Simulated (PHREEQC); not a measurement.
Make-up at 25 °C: 0.0045 mol HF, 0.15 mol KF and 0.0014 mol H2SO4 per kg of water. Closed to the air; pH follows from the charge balance.

Computed with PHREEQC (ion-association model, phreeqc.dat).

| quantity | before | after |
|---|---|---|
| pH | 4.51 | 5.45 |
| HF (mol/kgw) | 0.00468 | 0.00198 |
| HF2- (mol/kgw) | 0.00258 | 0.00532 |

### Question
Which change was made?
A. H2SO4 from 0.0014 to 0.00126 mol/kgw
B. HF from 0.0045 to 0.0225 mol/kgw
C. KF from 0.15 to 0.75 mol/kgw
D. diluted 2-fold with water
E. KF left out

### Answer
C, KF from 0.15 to 0.75 mol/kgw

No solid was allowed to form. The ionic strength passes 0.7 mol/kgw, the rough limit of the ion-association models, in after.
